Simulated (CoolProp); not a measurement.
Saturation properties of isopentane.

Values from CoolProp's reference Helmholtz-energy equation of state, Lemmon 2006. It is a short technical equation, of lower accuracy than the large ones.

```
T (K)  p (kPa)  enthalpy of vaporisation (kJ/kg)  vapour Z  liquid conductivity (mW/(m K))
-----  -------  --------------------------------  --------  ------------------------------
351.1    435.2                             299.1    0.8785                            86.0
358.1    514.8                             291.8    0.8635                            83.9
365.1    604.8                             284.1    0.8472                            81.8
372.1    705.9                             276.0    0.8296                            79.7
379      817.5                             267.6    0.8109                            77.6
386      943.4                             258.4    0.7905                            75.5
393       1083                             248.7    0.7685                            73.3
400       1238                             238.2    0.7448                            71.2
```

It boils at 301.0 K under 1 atm.

Thermal conductivity comes from a separate model (Vassiliou 2015).
